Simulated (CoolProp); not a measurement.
Vapour-liquid equilibrium of hydrogen chloride (1) + n-butane (2) at 145 kPa; x and y are mole fractions of (1).

The numbers come from the multi-fluid Helmholtz-energy mixture model, Thol 2018 and Bücker 2006; pair parameters Bell 2016 in CoolProp.

Problem. Give the bubble temperature and the first vapour's composition at x = 0.275, 0.8, 0.95. Is there an azeotrope?

Solution. x = 0.275: 203.0 K, y = 0.986; x = 0.8: 197.3 K, y = 0.993; x = 0.95: 195.6 K, y = 0.997. No azeotrope shows between x = 0.05 and 0.95.

The pair parameters rest on a limited set of measurements; away from them the model extrapolates. With so large a gap from Raoult's law the liquid may split in two, which this calculation doesn't test in full.
